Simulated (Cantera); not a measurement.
Charge: 1 mol Si3N4, 0.75 mol NF3, 7.8 mol N2, held at 1550 K and 10000 Pa.

Equilibrium computed with Cantera from the NASA thermochemical tables; the gas is ideal and each condensed phase is pure. Candidate condensed phases: Si, Si3N4; 16 gas species. The tables' values for SiF3, SiF2 are old estimates; treat these amounts as uncertain. Rates play no part.

Base state: N2 0.936, SiF4 0.0552, SiF3 0.00801, SiF2 0.000607 (mole fractions); condensed: Si3N4(s).

### Question
What changes in the equilibrium state with this change: NF3 from 0.75 to 12 mol?

### Answer
| species | before | after |
|---|---|---|
| F | <1e-9 | 0.557 |
| N2 | 0.936 | 0.370 |
| SiF4 | 0.0552 | 0.0703 |
| SiF3 | 0.00801 | <1e-9 |
| F2 | <1e-9 | 0.00271 |
| SiF2 | 0.000607 | <1e-9 |
| Si3N4(s), mol | 0.805 | 0 |
